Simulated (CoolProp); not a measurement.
A closed Brayton cycle with carbon dioxide: compressor inlet 329.15 K and 7.5 MPa, high pressure 15.2 MPa, turbine inlet 835 K, compressor efficiency 0.85, turbine efficiency 0.9, recuperator effectiveness 0.95 (on enthalpy, no pinch check). Each further row changes one setting.

Model: reference Helmholtz-energy equation of state, Span 1996, in CoolProp.

```tsv
case	thermal efficiency (%)	net work (kJ/kg)	compressor to turbine work	compressor exit (K)	turbine exit (K)
as stated	…	57.5	0.40	391.8	749.6
turbine inlet 785 K	32.3	…	0.43	391.8	702.8
compressor inlet 339.15 K	…	…	0.44	404.4	749.6
high pressure 12.9 MPa	33.0	45.9	0.38	376.8	769.0
recuperator effectiveness 0.5	16.3	57.5	0.40	391.8	749.6
```

### Question
Fill in the missing entries.

### Answer

- as stated, thermal efficiency (%): 34.4
- turbine inlet 785 K, net work (kJ/kg): 51.2
- compressor inlet 339.15 K, thermal efficiency (%): 33.5
- compressor inlet 339.15 K, net work (kJ/kg): 53.8
